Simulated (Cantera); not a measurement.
## Gas activation for diamond growth

An isothermal, constant-pressure homogeneous reactor starts with CH4 : H2 = 0.031 : 1 (molar parts), at 2225 K and 11000 Pa.

Cantera simulation using GRI-Mech 3.0 (53 species, 325 reactions); the numbers are that mechanism's predictions, not measurements. GRI-Mech 3.0 stops at C3 and has no aromatics, soot or wall deposition, so with more carbon than oxygen in the feed, carbon stays in small species such as C2H2 where larger ones or solid carbon would form.

```tsv
t (s)	x CH4	x H2	x CH2	x H	x C2H4	x C2H2	x C2H
3.00e-6	0.0300	0.970	3.78e-9	7.94e-5	9.33e-10	6.16e-12	<1e-12
1.66e-5	0.0298	0.969	1.60e-7	0.000469	2.17e-7	9.91e-9	<1e-12
9.17e-5	0.0285	0.967	4.84e-6	0.00260	2.50e-5	1.28e-5	1.27e-9
0.000507	0.0199	0.963	4.30e-5	0.0101	0.000151	0.00273	1.06e-6
0.00280	0.00390	0.968	2.20e-5	0.0147	1.44e-5	0.0120	6.74e-6
0.0155	0.000388	0.967	3.73e-6	0.0182	3.55e-6	0.0142	9.87e-6
0.0856	7.02e-5	0.966	7.74e-7	0.0193	3.32e-6	0.0144	1.06e-5
0.473	5.73e-5	0.966	6.34e-7	0.0193	3.32e-6	0.0144	1.07e-5
2.62	5.73e-5	0.966	6.34e-7	0.0193	3.32e-6	0.0144	1.07e-5
14.5	5.73e-5	0.966	6.34e-7	0.0193	3.32e-6	0.0144	1.07e-5
80.0	5.73e-5	0.966	6.34e-7	0.0193	3.32e-6	0.0144	1.07e-5
```
x: mole fraction; the columns are a selection and need not sum to one.

Equilibrium at this temperature and pressure: CH4 5.75e-5, H2 0.966, CH2 6.36e-7, H 0.0193, C2H4 3.32e-6, C2H2 0.0144, C2H 1.07e-5 (gas phase only).
